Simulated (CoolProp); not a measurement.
Saturation properties of cyclopentane (Tc = 511.7 K, pc = 4.583 MPa, ω = 0.202).

Model: reference Helmholtz-energy equation of state, Gedanitz 2015, in CoolProp.

```json
[
 {"T (K)": "327.1", "p (MPa)": "0.1180", "liquid density (kg/m³)": "710.9", "vapour density (kg/m³)": "3.166", "surface tension (mN/m)": "17.8", "liquid conductivity (mW/(m K))": "116"},
 {"T (K)": "330.5", "p (MPa)": "0.1313", "liquid density (kg/m³)": "707.3", "vapour density (kg/m³)": "3.498", "surface tension (mN/m)": "17.4", "liquid conductivity (mW/(m K))": "115"},
 {"T (K)": "333.9", "p (MPa)": "0.1457", "liquid density (kg/m³)": "703.7", "vapour density (kg/m³)": "3.856", "surface tension (mN/m)": "16.9", "liquid conductivity (mW/(m K))": "113"},
 {"T (K)": "337.3", "p (MPa)": "0.1613", "liquid density (kg/m³)": "700.1", "vapour density (kg/m³)": "4.243", "surface tension (mN/m)": "16.5", "liquid conductivity (mW/(m K))": "112"},
 {"T (K)": "340.7", "p (MPa)": "0.1782", "liquid density (kg/m³)": "696.4", "vapour density (kg/m³)": "4.658", "surface tension (mN/m)": "16.1", "liquid conductivity (mW/(m K))": "111"},
 {"T (K)": "344.2", "p (MPa)": "0.1970", "liquid density (kg/m³)": "692.6", "vapour density (kg/m³)": "5.118", "surface tension (mN/m)": "15.6", "liquid conductivity (mW/(m K))": "110"},
 {"T (K)": "347.6", "p (MPa)": "0.2167", "liquid density (kg/m³)": "688.8", "vapour density (kg/m³)": "5.598", "surface tension (mN/m)": "15.2", "liquid conductivity (mW/(m K))": "109"},
 {"T (K)": "351", "p (MPa)": "0.2379", "liquid density (kg/m³)": "685.0", "vapour density (kg/m³)": "6.112", "surface tension (mN/m)": "14.7", "liquid conductivity (mW/(m K))": "107"},
 {"T (K)": "354.4", "p (MPa)": "0.2606", "liquid density (kg/m³)": "681.2", "vapour density (kg/m³)": "6.661", "surface tension (mN/m)": "14.3", "liquid conductivity (mW/(m K))": "106"},
 {"T (K)": "357.8", "p (MPa)": "0.2849", "liquid density (kg/m³)": "677.4", "vapour density (kg/m³)": "7.248", "surface tension (mN/m)": "13.9", "liquid conductivity (mW/(m K))": "105"},
 {"T (K)": "361.2", "p (MPa)": "0.3109", "liquid density (kg/m³)": "673.5", "vapour density (kg/m³)": "7.875", "surface tension (mN/m)": "13.4", "liquid conductivity (mW/(m K))": "104"},
 {"T (K)": "364.6", "p (MPa)": "0.3386", "liquid density (kg/m³)": "669.5", "vapour density (kg/m³)": "8.543", "surface tension (mN/m)": "13.0", "liquid conductivity (mW/(m K))": "103"},
 {"T (K)": "368", "p (MPa)": "0.3682", "liquid density (kg/m³)": "665.6", "vapour density (kg/m³)": "9.255", "surface tension (mN/m)": "12.6", "liquid conductivity (mW/(m K))": "102"}
]
```

It boils at 322.4 K under 1 atm.

Thermal conductivity comes from a separate model (Vassiliou 2015). Surface tension comes from a separate correlation (Mulero 2014).
